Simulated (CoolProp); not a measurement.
Acetone at several states: density (kg/m³) from the reference equation and from simpler models built on Tc = 508.1 K, pc = 4.692 MPa, ω = 0.307; each cubic takes its own stable root.

Values from CoolProp's reference Helmholtz-energy equation of state, Lemmon 2006. It is a short technical equation, of lower accuracy than the large ones.

| T (K) | p (MPa) | phase | reference | Redlich-Kwong | Soave-Redlich-Kwong | Peng-Robinson |
|---|---|---|---|---|---|---|
| 461.8 | 0.332 | gas | 5.233 | (withheld) | (withheld) | 5.215 |
| 413.8 | 4.93 | liquid | 647.3 | 478.8 | 502.8 | (withheld) |
| 531.7 | 0.289 | gas | 3.878 | 3.869 | 3.867 | 3.876 |

Task: What belongs in the gaps?

Result: 
- 461.8, Redlich-Kwong: 5.190
- 461.8, Soave-Redlich-Kwong: 5.199
- 413.8, Peng-Robinson: 568.8
